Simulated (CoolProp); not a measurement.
A closed Brayton cycle with carbon dioxide: compressor inlet 325.15 K and 8.8 MPa, high pressure 23 MPa, turbine inlet 935 K, compressor efficiency 0.85, turbine efficiency 0.9, recuperator effectiveness 0.8 (on enthalpy, no pinch check). Each further row changes one setting.

Values from CoolProp's reference Helmholtz-energy equation of state, Span 1996.

| case | thermal efficiency (%) | net work (kJ/kg) | compressor to turbine work | compressor exit (K) | turbine exit (K) |
|---|---|---|---|---|---|
| as stated | 30.7 | 98.4 | 0.32 | 401.8 | 810.5 |
| turbine inlet 885 K | 29.9 | ? | 0.34 | 401.8 | 764.8 |
| compressor inlet 335.15 K | 30.0 | 91.5 | 0.37 | 419.3 | 810.5 |
| high pressure 19.6 MPa | 28.5 | ? | ? | ? | 830.6 |
| recuperator effectiveness 0.5 | 21.2 | 98.4 | 0.32 | 401.8 | 810.5 |

Task: Fill in the missing entries.

Result: 
- turbine inlet 885 K, net work (kJ/kg): 89.9
- high pressure 19.6 MPa, net work (kJ/kg): 84.8
- high pressure 19.6 MPa, compressor to turbine work: 0.31
- high pressure 19.6 MPa, compressor exit (K): 388.8
